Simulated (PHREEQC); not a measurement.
Acid rinse or clean (model solution)

Solution (20 °C): 0.0045 mol/kgw HBr and 0.21 mol/kgw ZnSO4. Closed to the air; pH follows from the charge balance.

Computed with PHREEQC (ion-association model, phreeqc.dat).

This is a speciation only: nothing precipitates in the calculation.

Task: Predict the pH, density, ionic strength.

Result: pH 2.83; density 1.032 g/cm³; ionic strength 0.411 mol/kgw.

Task: In which forms is Zn present?

Result: Zn+2 49 %, ZnSO4 35 %, Zn(SO4)2-2 16 % of the Zn.
